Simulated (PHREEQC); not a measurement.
Dissolve 0.07 mol CuCl2, 0.012 mol H2SO4 and 0.32 mol FeCl3 per kg of water at 25 °C. Closed to the air; pH follows from the charge balance.

The numbers come from PHREEQC with the ion-association model, phreeqc.dat.

Task: The ionic strength comes out as 1.05 mol/kgw. What activity coefficients do FeCl2+, FeHSO4+2, CuCl3-, HSO4-, Fe2(OH)2+4 get?

Result: FeCl2+ 0.64, FeHSO4+2 0.41, CuCl3- 0.60, HSO4- 0.80, Fe2(OH)2+4 0.028.

Precipitation was switched off in this run. Examples of supersaturated solids here: Hematite (slow to form), Goethite (slow to form). Others may be too. Caution: at this ionic strength the ion-association model is outside its range; a Pitzer model would be the better tool where its parameters exist. Complexes and solids missing from the database can't appear.
